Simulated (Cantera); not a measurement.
An adiabatic, constant-pressure homogeneous reactor starts with CH4 : O2 : N2 = 1 : 3.92 : 16.5 (molar parts), equivalence ratio 0.51, at 1400 K and 760 Torr.

Model: GRI-Mech 3.0 (53 species, 325 reactions), integrated in Cantera.

Task: Predict: time of steepest temperature rise; temperature at 1.00 s; equilibrium temperature; x(O2) at 1.00 s; x(HO2) at 1.00 s.

Result: 
* **time of steepest temperature rise**: 2.78 ms
* **temperature at 1.00 s**: 2304 K
* **equilibrium temperature**: 2304 K
* **x(O2) at 1.00 s**: 0.0836 (gas-phase equilibrium 0.0836)
* **x(HO2) at 1.00 s**: 3.91e-6 (gas-phase equilibrium 3.91e-6)
